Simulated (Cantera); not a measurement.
Charge: 1 mol borazine, 0.31 mol N2, a varied amount of O2, at 952 °C and 1.00 bar.

These are equilibrium values from Cantera (NASA tables, ideal gas, pure condensed phases), not measurements of a reactor. Candidate condensed phases: B, BN, B2O3, B3O3H3, H2O; 39 gas species. The feed counts by its element totals alone. Mutual solubility and eutectic melting of coexisting phases are not modelled. Gases not in the tables: H3BO3. Kinetics and transport are ignored.

Which condensed phases are stable at each of these points (n(O2) (mol)): 0.37, 0.74, 1.1, 1.5, 1.9, 2.2, 2.6, 3, 3.4, 3.7, 4.1?


| n(O2) (mol) | condensed phases | B condensed (%) |
|---|---|---|
| 0.37 | BN(s) + B2O3(l) | 100.0 |
| 0.74 | BN(s) + B2O3(l) | 100.0 |
| 1.1 | BN(s) + B2O3(l) | 100.0 |
| 1.5 | BN(s) + B2O3(l) | 100.0 |
| 1.9 | BN(s) + B2O3(l) | 100.0 |
| 2.2 | BN(s) + B2O3(l) | 100.0 |
| 2.6 | B2O3(l) | 99.6 |
| 3 | B2O3(l) | 99.0 |
| 3.4 | B2O3(l) | 98.2 |
| 3.7 | B2O3(l) | 97.5 |
| 4.1 | B2O3(l) | 97.5 |

From 0.37 mol O2 to 2.2 mol O2 the condensed part is BN(s) + B2O3(l). From 2.6 mol O2 to 4.1 mol O2 the condensed part is B2O3(l).
